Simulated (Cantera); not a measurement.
Feed: 1 mol Si, 1.9 mol F2.

These are equilibrium values from Cantera (NASA tables, ideal gas, pure condensed phases), not measurements of a reactor. Candidate condensed phases: Si; 9 gas species. The tables' values for SiF2, SiF3 are old estimates. Equilibrium is a limit: real reactors are often held back by kinetics, nucleation or transport.

Question: What condenses at these points (T in K, P in Pa): (850, 32000); (550, 3200); (1250, 32000); (950, 1); (1550, 3200)?

Answer: 
| T (K) | P in Pa | condensed phases | Si condensed (%) |
|---|---|---|---|
| 850 | 32000 | Si | 5.0 |
| 550 | 3200 | Si | 5.0 |
| 1250 | 32000 | Si | 4.6 |
| 950 | 1 | Si | 4.9 |
| 1550 | 3200 | gas only | 0.0 |
